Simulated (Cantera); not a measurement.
An adiabatic, constant-volume homogeneous reactor starts with CH4 : C2H6 : C3H8 : O2 : N2 = 1 : 0.14 : 0.44 : 2.93 : 11 (molar parts), equivalence ratio 1.6, at 1800 K and 10.0 bar. Integrator tolerance rtol = 1e-08.

Model: GRI-Mech 3.0 (53 species, 325 reactions), integrated in Cantera. GRI-Mech 3.0 was tuned for natural gas; its chemistry of propane as a main component is partial and can be far from experiment. Above 3000 K some thermodynamic fits are extrapolated.

Problem. What does this change do: constant pressure in place of constant volume?

Solution. 
```csv
quantity,before,after
time of steepest temperature rise,2.89 µs,3.55 µs
temperature at 0.500 s,3246 K,2997 K
equilibrium temperature,3246 K,2997 K
x(CH4) at 0.500 s,6.61e-11 (gas-phase equilibrium 7.60e-11),2.53e-11 (gas-phase equilibrium 2.90e-11)
x(C2H6) at 0.500 s,<1e-12 (gas-phase equilibrium <1e-12),<1e-12 (gas-phase equilibrium <1e-12)
x(C3H8) at 0.500 s,<1e-12 (gas-phase equilibrium <1e-12),<1e-12 (gas-phase equilibrium <1e-12)
x(H2) at 0.500 s,0.0806 (gas-phase equilibrium 0.0806),0.0801 (gas-phase equilibrium 0.0801)
x(NO) at 0.500 s,0.00420 (gas-phase equilibrium 0.00420),0.00227 (gas-phase equilibrium 0.00227)
x(C2H) at 0.500 s,<1e-12 (gas-phase equilibrium <1e-12),<1e-12 (gas-phase equilibrium <1e-12)
x(CO) at 0.500 s,0.118 (gas-phase equilibrium 0.118),0.117 (gas-phase equilibrium 0.117)
```

Problem. What does this change do: pressure from 10.0 bar to 5.00 bar?

Solution. 
```json
[
 {"quantity": "time of steepest temperature rise", "before": "2.89 µs", "after": "4.83 µs"},
 {"quantity": "temperature at 0.500 s", "before": "3246 K", "after": "3183 K"},
 {"quantity": "equilibrium temperature", "before": "3246 K", "after": "3183 K"},
 {"quantity": "x(CH4) at 0.500 s", "before": "6.61e-11 (gas-phase equilibrium 7.60e-11)", "after": "1.88e-11 (gas-phase equilibrium 2.19e-11)"},
 {"quantity": "x(C2H6) at 0.500 s", "before": "<1e-12 (gas-phase equilibrium <1e-12)", "after": "<1e-12 (gas-phase equilibrium <1e-12)"},
 {"quantity": "x(C3H8) at 0.500 s", "before": "<1e-12 (gas-phase equilibrium <1e-12)", "after": "<1e-12 (gas-phase equilibrium <1e-12)"},
 {"quantity": "x(H2) at 0.500 s", "before": "0.0806 (gas-phase equilibrium 0.0806)", "after": "0.0805 (gas-phase equilibrium 0.0805)"},
 {"quantity": "x(NO) at 0.500 s", "before": "0.00420 (gas-phase equilibrium 0.00420)", "after": "0.00452 (gas-phase equilibrium 0.00452)"},
 {"quantity": "x(C2H) at 0.500 s", "before": "<1e-12 (gas-phase equilibrium <1e-12)", "after": "<1e-12 (gas-phase equilibrium <1e-12)"},
 {"quantity": "x(CO) at 0.500 s", "before": "0.118 (gas-phase equilibrium 0.118)", "after": "0.118 (gas-phase equilibrium 0.118)"}
]
```

Problem. What does this change do: pressure from 10.0 bar to 1.00 bar?

Solution. 
| quantity | before | after |
|---|---|---|
| time of steepest temperature rise | 2.89 µs | 17.1 µs |
| temperature at 0.500 s | 3246 K | 3026 K |
| equilibrium temperature | 3246 K | 3026 K |
| x(CH4) at 0.500 s | 6.61e-11 (gas-phase equilibrium 7.60e-11) | 1.05e-12 (gas-phase equilibrium 1.26e-12) |
| x(C2H6) at 0.500 s | <1e-12 (gas-phase equilibrium <1e-12) | <1e-12 (gas-phase equilibrium <1e-12) |
| x(C3H8) at 0.500 s | <1e-12 (gas-phase equilibrium <1e-12) | <1e-12 (gas-phase equilibrium <1e-12) |
| x(H2) at 0.500 s | 0.0806 (gas-phase equilibrium 0.0806) | 0.0801 (gas-phase equilibrium 0.0801) |
| x(NO) at 0.500 s | 0.00420 (gas-phase equilibrium 0.00420) | 0.00490 (gas-phase equilibrium 0.00490) |
| x(C2H) at 0.500 s | <1e-12 (gas-phase equilibrium <1e-12) | <1e-12 (gas-phase equilibrium <1e-12) |
| x(CO) at 0.500 s | 0.118 (gas-phase equilibrium 0.118) | 0.117 (gas-phase equilibrium 0.117) |
